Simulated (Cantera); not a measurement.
**Silicon carbide growth: SiHCl3 + C2H4 + H2 + HCl**

Input: 1 mol SiHCl3, a varied amount of C2H4, 220 mol H2, 0.9 mol HCl, at 1325 °C and 1.43 Torr.

These are equilibrium values from Cantera (NASA tables, ideal gas, pure condensed phases), not measurements of a reactor. Candidate condensed phases: C, C6H6, C7H8, C8H18, Si, SiC; 109 gas species. Mutual solubility and eutectic melting of coexisting phases are not modelled. The tables' values for SiCl are old estimates; treat these amounts as uncertain. Equilibrium is a limit: real reactors are often held back by kinetics, nucleation or transport.

```
n(C2H4) (mol)   x H2   x HCl      x H   x SiCl2  n Si(s)  n SiC(s)  n C(graphite)
-------------  -----  ------  -------  --------  -------  --------  -------------
0.031          0.982  0.0157  0.00121  0.000866    0.729    0.0620              0
0.045          0.982  0.0157  0.00121  0.000866    0.701    0.0900              0
0.066          0.982  0.0157  0.00121  0.000866    0.659     0.132              0
0.095          0.982  0.0157  0.00121  0.000865    0.601     0.190              0
0.14           0.982  0.0157  0.00121  0.000865    0.511     0.280              0
0.2            0.982  0.0157  0.00121  0.000864    0.391     0.400              0
0.29           0.982  0.0157  0.00121  0.000862    0.211     0.580              0
0.43           0.982  0.0162  0.00121  0.000580        0     0.860              0
0.63           0.981  0.0173  0.00121   1.10e-5        0     0.997          0.250
0.91           0.981  0.0173  0.00121   1.10e-5        0     0.997          0.810
1.3            0.981  0.0172  0.00121   1.09e-5        0     0.997           1.59
```
x: gas mole fraction; n: condensed amount in mol.

From 0.031 mol C2H4 to 0.29 mol C2H4 the condensed part is Si(s) + SiC(s). At 0.43 mol C2H4 the condensed part is SiC(s). From 0.63 mol C2H4 to 1.3 mol C2H4 the condensed part is C(graphite) + SiC(s). The main Si-bearing gas is SiCl2 throughout.
